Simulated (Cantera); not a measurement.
Cantera run:

```python
import numpy as np
import cantera as ct

gas_names = """
    H HNO HNO2 HNO3 HO2 H2 H2O H2O2 N NH NH2 NH3 NH2OH NO NO2 NO3 N2 N2H2 N2H4 N2O O OH O2 O3 Si SiH
    SiH2 SiH3 SiH4 SiN SiO SiO2 Si2 Si2N Si3
""".split()
cond_names = """
    H2O(s) H2O(L) Si(cr) Si(L) SiO2(Lqz) SiO2(hqz) SiO2(L) Si2N2O(s) Si3N4(a)
""".split()


# ... load() reads the species with a 1 bar reference pressure and builds the phases ...
atoms = {
    'Si3N4': {'Si': 3, 'N': 4},
    'O2': {'O': 2},
    'H2': {'H': 2},
    'H2O': {'H': 2, 'O': 1},
}
top_T = {'Si2N2O(s)': 2100, 'Si3N4(a)': 2400}  # K; cautious upper limits of use, not melting points


# ... equilibrate(T, P, feed) seeds the gas with the atoms and calls Mixture.equilibrate('TP', solver="gibbs", rtol=1e-10, max_steps=50000) ...
results = []
P = 133.322  # Pa
for T in [925, 975, 1025, 1075, 1125, 1175, 1225, 1275, 1325, 1375, 1425]:
    for m in [38, 59, 79, 100, 120, 140, 160, 180, 200, 230]:
        feed = {'Si3N4': 1, 'O2': 0.0061, 'H2': m, 'H2O': 0.58}  # mol
        mix = equilibrate(T, P, feed)
        results.append((T, P, feed, dict(zip(mix.species_names, mix.species_moles))))

for T, P, feed, n in results:
    print(f"{T:7g} {feed['H2']:10.4g}  " + (" + ".join(c for c in cond_names if n.get(c, 0) > 1e-12) or "gas only"))
```

Result:

```
    925         38  Si2N2O(s) + Si3N4(a)
    925         59  Si2N2O(s) + Si3N4(a)
    925         79  Si2N2O(s) + Si3N4(a)
    925        100  Si2N2O(s) + Si3N4(a)
    925        120  Si2N2O(s) + Si3N4(a)
    925        140  Si2N2O(s) + Si3N4(a)
    925        160  Si2N2O(s) + Si3N4(a)
    925        180  Si2N2O(s) + Si3N4(a)
    925        200  Si2N2O(s) + Si3N4(a)
    925        230  Si2N2O(s) + Si3N4(a)
    975         38  Si2N2O(s) + Si3N4(a)
    975         59  Si2N2O(s) + Si3N4(a)
    975         79  Si2N2O(s) + Si3N4(a)
    975        100  Si2N2O(s) + Si3N4(a)
    975        120  Si2N2O(s) + Si3N4(a)
    975        140  Si2N2O(s) + Si3N4(a)
    975        160  Si2N2O(s) + Si3N4(a)
    975        180  Si2N2O(s) + Si3N4(a)
    975        200  Si2N2O(s) + Si3N4(a)
    975        230  Si2N2O(s) + Si3N4(a)
   1025         38  Si2N2O(s) + Si3N4(a)
   1025         59  Si2N2O(s) + Si3N4(a)
   1025         79  Si2N2O(s) + Si3N4(a)
   1025        100  Si2N2O(s) + Si3N4(a)
   1025        120  Si2N2O(s) + Si3N4(a)
   1025        140  Si2N2O(s) + Si3N4(a)
   1025        160  Si2N2O(s) + Si3N4(a)
   1025        180  Si2N2O(s) + Si3N4(a)
   1025        200  Si2N2O(s) + Si3N4(a)
   1025        230  Si2N2O(s) + Si3N4(a)
   1075         38  Si2N2O(s) + Si3N4(a)
   1075         59  Si2N2O(s) + Si3N4(a)
   1075         79  Si2N2O(s) + Si3N4(a)
   1075        100  Si2N2O(s) + Si3N4(a)
   1075        120  Si2N2O(s) + Si3N4(a)
   1075        140  Si2N2O(s) + Si3N4(a)
   1075        160  Si2N2O(s) + Si3N4(a)
   1075        180  Si2N2O(s) + Si3N4(a)
   1075        200  Si2N2O(s) + Si3N4(a)
   1075        230  Si2N2O(s) + Si3N4(a)
   1125         38  Si2N2O(s) + Si3N4(a)
   1125         59  Si2N2O(s) + Si3N4(a)
   1125         79  Si2N2O(s) + Si3N4(a)
   1125        100  Si2N2O(s) + Si3N4(a)
   1125        120  Si2N2O(s) + Si3N4(a)
   1125        140  Si2N2O(s) + Si3N4(a)
   1125        160  Si2N2O(s) + Si3N4(a)
   1125        180  Si2N2O(s) + Si3N4(a)
   1125        200  Si2N2O(s) + Si3N4(a)
   1125        230  Si2N2O(s) + Si3N4(a)
   1175         38  Si2N2O(s) + Si3N4(a)
   1175         59  Si2N2O(s) + Si3N4(a)
   1175         79  Si2N2O(s) + Si3N4(a)
   1175        100  Si2N2O(s) + Si3N4(a)
   1175        120  Si2N2O(s) + Si3N4(a)
   1175        140  Si2N2O(s) + Si3N4(a)
   1175        160  Si2N2O(s) + Si3N4(a)
   1175        180  Si2N2O(s) + Si3N4(a)
   1175        200  Si2N2O(s) + Si3N4(a)
   1175        230  Si2N2O(s) + Si3N4(a)
   1225         38  Si2N2O(s) + Si3N4(a)
   1225         59  Si2N2O(s) + Si3N4(a)
   1225         79  Si2N2O(s) + Si3N4(a)
   1225        100  Si2N2O(s) + Si3N4(a)
   1225        120  Si2N2O(s) + Si3N4(a)
   1225        140  Si2N2O(s) + Si3N4(a)
   1225        160  Si2N2O(s) + Si3N4(a)
   1225        180  Si2N2O(s) + Si3N4(a)
   1225        200  Si2N2O(s) + Si3N4(a)
   1225        230  Si2N2O(s) + Si3N4(a)
   1275         38  Si2N2O(s) + Si3N4(a)
   1275         59  Si2N2O(s) + Si3N4(a)
   1275         79  Si2N2O(s) + Si3N4(a)
   1275        100  Si2N2O(s) + Si3N4(a)
   1275        120  Si2N2O(s) + Si3N4(a)
   1275        140  Si2N2O(s) + Si3N4(a)
   1275        160  Si2N2O(s) + Si3N4(a)
   1275        180  Si2N2O(s) + Si3N4(a)
   1275        200  Si2N2O(s) + Si3N4(a)
   1275        230  Si2N2O(s) + Si3N4(a)
   1325         38  Si2N2O(s) + Si3N4(a)
   1325         59  Si2N2O(s) + Si3N4(a)
   1325         79  Si2N2O(s) + Si3N4(a)
   1325        100  Si2N2O(s) + Si3N4(a)
   1325        120  Si2N2O(s) + Si3N4(a)
   1325        140  Si2N2O(s) + Si3N4(a)
   1325        160  Si2N2O(s) + Si3N4(a)
   1325        180  Si2N2O(s) + Si3N4(a)
   1325        200  Si2N2O(s) + Si3N4(a)
   1325        230  Si2N2O(s) + Si3N4(a)
   1375         38  Si2N2O(s) + Si3N4(a)
   1375         59  Si2N2O(s) + Si3N4(a)
   1375         79  Si2N2O(s) + Si3N4(a)
   1375        100  Si(cr) + Si2N2O(s) + Si3N4(a)
   1375        120  Si(cr) + Si2N2O(s) + Si3N4(a)
   1375        140  Si(cr) + Si2N2O(s) + Si3N4(a)
   1375        160  Si(cr) + Si2N2O(s) + Si3N4(a)
   1375        180  Si(cr) + Si2N2O(s) + Si3N4(a)
   1375        200  Si(cr) + Si2N2O(s) + Si3N4(a)
   1375        230  Si(cr) + Si2N2O(s) + Si3N4(a)
   1425         38  Si(cr) + Si2N2O(s) + Si3N4(a)
   1425         59  Si(cr) + Si2N2O(s) + Si3N4(a)
   1425         79  Si(cr) + Si2N2O(s) + Si3N4(a)
   1425        100  Si(cr) + Si2N2O(s) + Si3N4(a)
   1425        120  Si(cr) + Si2N2O(s) + Si3N4(a)
   1425        140  Si(cr) + Si2N2O(s) + Si3N4(a)
   1425        160  Si(cr) + Si2N2O(s) + Si3N4(a)
   1425        180  Si(cr) + Si2N2O(s) + Si3N4(a)
   1425        200  Si(cr) + Si2N2O(s)
   1425        230  Si(cr) + Si2N2O(s)
```

These are equilibrium values from Cantera (NASA tables, ideal gas, pure condensed phases), not measurements of a reactor. Mutual solubility and eutectic melting of coexisting phases are not modelled.
